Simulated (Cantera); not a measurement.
Cantera run:

```python
import numpy as np
import cantera as ct

gas_names = [...]  # 151 gases of nasa_gas.yaml made of C, H, N, O, Si
cond_names = """
    C(gr) C6H6(L) C7H8(L) C8H18(L),n-octa H2O(s) H2O(L) Si(cr) Si(L) SiC(b) SiO2(Lqz) SiO2(hqz) SiO2(L)
    Si2N2O(s) Si3N4(a)
""".split()


# ... load() reads the species with a 1 bar reference pressure and builds the phases ...
atoms = {
    'SiH4': {'Si': 1, 'H': 4},
    'CO2': {'C': 1, 'O': 2},
    'N2': {'N': 2},
}
top_T = {'C(gr)': 4500, 'SiC(b)': 3050, 'Si2N2O(s)': 2100, 'Si3N4(a)': 2400}  # K; cautious upper limits of use, not melting points


# ... equilibrate(T, P, feed) seeds the gas with the atoms and calls Mixture.equilibrate('TP', solver="vcs", rtol=1e-11, max_steps=5000) ...
results = []
feed = {'SiH4': 1, 'CO2': 0.71, 'N2': 2.4}  # mol
P = 34  # Pa
for T in [598, 648, 698, 748, 798, 848, 898, 948, 998, 1048, 1098, 1148]:
    mix = equilibrate(T, P, feed)
    results.append((T, P, feed, dict(zip(mix.species_names, mix.species_moles))))
    x = sorted(zip(gas.X, gas.species_names), reverse=True)
    print(f"T = {T:g} K  P = {P:g} Pa  gas = {mix.phase_moles(0):.4g} mol")
    print("   x: " + "  ".join(f"{s} {v:.3e}" for v, s in x if v > 1e-06))
    print("   condensed (mol): " + ("  ".join(f"{mix.phase(i).name} {mix.phase_moles(i):.4g}"
          for i in range(1, mix.n_phases) if mix.phase_moles(i) > 1e-12) or "none"))
```

Output:

```
T = 598 K  P = 34 Pa  gas = 4.176 mol
   x: N2 5.284e-01  H2 4.643e-01  CH4 7.310e-03  NH3 3.367e-06
   condensed (mol): C(gr) 0.6795  SiO2(Lqz) 0.6133  Si2N2O(s) 0.1933
T = 648 K  P = 34 Pa  gas = 4.198 mol
   x: N2 5.256e-01  H2 4.723e-01  CH4 2.070e-03  NH3 1.543e-06
   condensed (mol): C(gr) 0.7013  SiO2(Lqz) 0.6133  Si2N2O(s) 0.1933
T = 698 K  P = 34 Pa  gas = 4.204 mol
   x: N2 5.249e-01  H2 4.744e-01  CH4 6.787e-04  CO 5.563e-06
   condensed (mol): C(gr) 0.7071  SiO2(Lqz) 0.6133  Si2N2O(s) 0.1933
T = 748 K  P = 34 Pa  gas = 4.206 mol
   x: N2 5.247e-01  H2 4.750e-01  CH4 2.543e-04  CO 4.440e-05
   condensed (mol): C(gr) 0.7087  SiO2(Lqz) 0.6132  Si2N2O(s) 0.1934
T = 798 K  P = 34 Pa  gas = 4.207 mol
   x: N2 5.244e-01  H2 4.752e-01  CO 2.721e-04  CH4 1.066e-04  H2O 1.083e-06
   condensed (mol): C(gr) 0.7084  SiO2(Lqz) 0.6126  Si2N2O(s) 0.1937
T = 848 K  P = 34 Pa  gas = 4.21 mol
   x: N2 5.237e-01  H2 4.749e-01  CO 1.340e-03  CH4 4.913e-05  H2O 1.598e-06
   condensed (mol): C(gr) 0.7041  SiO2(hqz) 0.6096  Si2N2O(s) 0.1952
T = 898 K  P = 34 Pa  gas = 4.222 mol
   x: N2 5.208e-01  H2 4.737e-01  CO 5.483e-03  CH4 2.444e-05  H2O 2.232e-06
   condensed (mol): C(gr) 0.6867  SiO2(hqz) 0.5979  Si2N2O(s) 0.2011
T = 948 K  P = 34 Pa  gas = 4.261 mol
   x: N2 5.115e-01  H2 4.693e-01  CO 1.921e-02  CH4 1.285e-05  H2O 2.968e-06  HCN 1.055e-06
   condensed (mol): C(gr) 0.6281  SiO2(hqz) 0.5588  Si2N2O(s) 0.2206
T = 998 K  P = 34 Pa  gas = 4.377 mol
   x: N2 4.846e-01  H2 4.569e-01  CO 5.849e-02  CH4 6.924e-06  H2O 3.710e-06  HCN 2.365e-06
   condensed (mol): C(gr) 0.4539  SiO2(hqz) 0.4426  Si2N2O(s) 0.2787
T = 1048 K  P = 34 Pa  gas = 4.68 mol
   x: H2 4.273e-01  N2 4.209e-01  CO 1.517e-01  HCN 4.483e-06  H2O 4.212e-06  CH4 3.547e-06  CO2 1.774e-06
   condensed (mol): SiO2(hqz) 0.14  Si2N2O(s) 0.43
T = 1098 K  P = 34 Pa  gas = 4.68 mol
   x: H2 4.273e-01  N2 4.209e-01  CO 1.517e-01  H2O 5.234e-06  HCN 3.554e-06  CO2 1.846e-06
   condensed (mol): SiO2(hqz) 0.14  Si2N2O(s) 0.43
T = 1148 K  P = 34 Pa  gas = 4.68 mol
   x: H2 4.273e-01  N2 4.209e-01  CO 1.517e-01  H2O 6.374e-06  HCN 2.877e-06  H 2.540e-06  CO2 1.915e-06
   condensed (mol): SiO2(hqz) 0.14  Si2N2O(s) 0.43
```

These are equilibrium values from Cantera (NASA tables, ideal gas, pure condensed phases), not measurements of a reactor. N2 is the only nitrogen source here; it is nearly inert below about 1500 K, so the nitride shown seldom forms there in practice. Mutual solubility and eutectic melting of coexisting phases are not modelled. The tables hold silica as quartz up to 1696 K and as liquid above; real silica turns to tridymite and cristobalite and melts near 1996 K.
